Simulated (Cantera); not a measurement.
Mixture: CH₄ : CO : O₂ : N₂ : H₂O = 1 : 0.97 : 1.78 : 6.67 : 0.35 (molar parts), equivalence ratio 1.4, at 1.00 bar, adiabatic and at constant pressure. Ignition delay is the time to a rise of 400 K.

Computed with Cantera and GRI-Mech 3.0 (53 species, 325 reactions).

```
quantity                                                before       after
--------------------------------------------------  ----------  ----------
delay at 1148 K                                        0.208 s     27.3 ms
delay at 1223 K                                        61.8 ms     8.88 ms
delay at 1298 K                                        20.2 ms     3.20 ms
delay at 1373 K                                        7.15 ms     1.25 ms
delay at 1448 K                                        2.78 ms    0.523 ms
delay at 1523 K                                        1.19 ms    0.232 ms
delay at 1598 K                                       0.568 ms    0.109 ms
apparent activation energy between 1448 and 1598 K  200 kJ/mol  200 kJ/mol
```

Which change was made?
A) O2 1.78 to 1.4 parts
B) pressure from 1.00 bar to 9.50 bar
C) CO 0.97 to 0.31 parts
D) pressure from 1.00 bar to 0.560 bar

B, pressure from 1.00 bar to 9.50 bar
